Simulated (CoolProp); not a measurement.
Properties of n-pentane along the isobar 0.822 MPa.

The numbers come from the reference Helmholtz-energy equation of state, Thol 2019 in CoolProp.

```json
[
 {"T (°C)": "-12.65", "phase": "liquid", "density (kg/m³)": "658.2", "cp (kJ/(kg K))": "2.159", "isothermal compressibility (1/MPa)": "0.001427", "viscosity (µPa s)": "266"},
 {"T (°C)": "2.65", "phase": "liquid", "density (kg/m³)": "643.9", "cp (kJ/(kg K))": "2.218", "isothermal compressibility (1/MPa)": "0.001658", "viscosity (µPa s)": "228"},
 {"T (°C)": "17.95", "phase": "liquid", "density (kg/m³)": "629.1", "cp (kJ/(kg K))": "2.282", "isothermal compressibility (1/MPa)": "0.001943", "viscosity (µPa s)": "195"},
 {"T (°C)": "33.35", "phase": "liquid", "density (kg/m³)": "613.8", "cp (kJ/(kg K))": "2.352", "isothermal compressibility (1/MPa)": "0.002304", "viscosity (µPa s)": "167"},
 {"T (°C)": "48.65", "phase": "liquid", "density (kg/m³)": "598.0", "cp (kJ/(kg K))": "2.427", "isothermal compressibility (1/MPa)": "0.002766", "viscosity (µPa s)": "144"},
 {"T (°C)": "64.05", "phase": "liquid", "density (kg/m³)": "581.3", "cp (kJ/(kg K))": "2.508", "isothermal compressibility (1/MPa)": "0.003380", "viscosity (µPa s)": "123"},
 {"T (°C)": "79.35", "phase": "liquid", "density (kg/m³)": "563.7", "cp (kJ/(kg K))": "2.597", "isothermal compressibility (1/MPa)": "0.004215", "viscosity (µPa s)": "106"},
 {"T (°C)": "94.65", "phase": "liquid", "density (kg/m³)": "544.8", "cp (kJ/(kg K))": "2.696", "isothermal compressibility (1/MPa)": "0.005411", "viscosity (µPa s)": "90.0"},
 {"T (°C)": "110.05", "phase": "liquid", "density (kg/m³)": "524.0", "cp (kJ/(kg K))": "2.812", "isothermal compressibility (1/MPa)": "0.007257", "viscosity (µPa s)": "76.1"},
 {"T (°C)": "125.35", "phase": "gas", "density (kg/m³)": "21.58", "cp (kJ/(kg K))": "2.334", "isothermal compressibility (1/MPa)": "1.520", "viscosity (µPa s)": "8.45"},
 {"T (°C)": "140.75", "phase": "gas", "density (kg/m³)": "20.17", "cp (kJ/(kg K))": "2.353", "isothermal compressibility (1/MPa)": "1.457", "viscosity (µPa s)": "8.83"},
 {"T (°C)": "156.05", "phase": "gas", "density (kg/m³)": "19.01", "cp (kJ/(kg K))": "2.385", "isothermal compressibility (1/MPa)": "1.414", "viscosity (µPa s)": "9.20"},
 {"T (°C)": "171.35", "phase": "gas", "density (kg/m³)": "18.02", "cp (kJ/(kg K))": "2.425", "isothermal compressibility (1/MPa)": "1.382", "viscosity (µPa s)": "9.57"},
 {"T (°C)": "186.75", "phase": "gas", "density (kg/m³)": "17.16", "cp (kJ/(kg K))": "2.470", "isothermal compressibility (1/MPa)": "1.357", "viscosity (µPa s)": "9.94"},
 {"T (°C)": "202.05", "phase": "gas", "density (kg/m³)": "16.41", "cp (kJ/(kg K))": "2.518", "isothermal compressibility (1/MPa)": "1.337", "viscosity (µPa s)": "10.3"}
]
```

Viscosity comes from a separate model (Quiñones-Cisneros 2006), older than the equation that it now runs on, and unchecked against measurements.
